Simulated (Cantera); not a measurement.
Premixed flame

A freely propagating, adiabatic, planar premixed flame of 8.54 % CH4, 0.460 % H2, 18.4 % O2, 69.3 % N2, 3.29 % H2O, equivalence ratio 0.94, unburnt at 475 K and 165 Torr; mixture-averaged transport, grid criteria slope 0.08 and curve 0.16, no radiation.

Model: GRI-Mech 3.0 (53 species, 325 reactions), integrated in Cantera. Burning velocities carry a grid error of a few per cent, more on coarse grids.

| z (mm) | T (K) | u (m/s) | x CH4 | x H2 | x O2 | x CO | x C2H6 | x CH2 |
|---|---|---|---|---|---|---|---|---|
| -4.33 | 475 | 1.08 | 0.0854 | 0.00499 | 0.184 | 2.49e-7 | <1e-8 | <1e-8 |
| -2.88 | 475 | 1.08 | 0.0853 | 0.00607 | 0.184 | 6.14e-6 | 7.93e-8 | <1e-8 |
| -2.16 | 478 | 1.08 | 0.0849 | 0.00772 | 0.183 | 5.03e-5 | 1.01e-6 | <1e-8 |
| -1.44 | 511 | 1.17 | 0.0827 | 0.0117 | 0.181 | 0.000726 | 2.76e-5 | <1e-8 |
| -0.721 | 842 | 1.95 | 0.0631 | 0.0196 | 0.156 | 0.0109 | 0.000598 | 3.70e-7 |
| -0.361 | 1235 | 2.89 | 0.0361 | 0.0239 | 0.119 | 0.0279 | 0.000744 | 9.74e-6 |
| 0 | 1609 | 3.79 | 0.00933 | 0.0240 | 0.0732 | 0.0462 | 7.68e-5 | 4.39e-5 |
| 0.361 | 1758 | 4.15 | 0.000835 | 0.0189 | 0.0455 | 0.0464 | 4.53e-7 | 1.17e-5 |
| 0.721 | 1792 | 4.22 | 3.88e-5 | 0.0159 | 0.0354 | 0.0383 | <1e-8 | 6.54e-7 |
| 1.44 | 1824 | 4.27 | 9.96e-8 | 0.0153 | 0.0302 | 0.0283 | <1e-8 | <1e-8 |
| 2.88 | 1864 | 4.35 | <1e-8 | 0.0152 | 0.0277 | 0.0229 | <1e-8 | <1e-8 |
| 5.77 | 1919 | 4.46 | <1e-8 | 0.0139 | 0.0258 | 0.0208 | <1e-8 | <1e-8 |
| 11.5 | 1987 | 4.60 | <1e-8 | 0.0118 | 0.0236 | 0.0188 | <1e-8 | <1e-8 |
x: mole fraction of selected species; z is measured from the peak of heat release.

```
Property                     Value
------------------------  --------
laminar burning velocity  107 cm/s
thermal thickness          1.44 mm
peak x(CO)                  0.0486
peak x(C2H6)              0.000852
peak x(CH2)                4.39e-5
grid points                    152
```
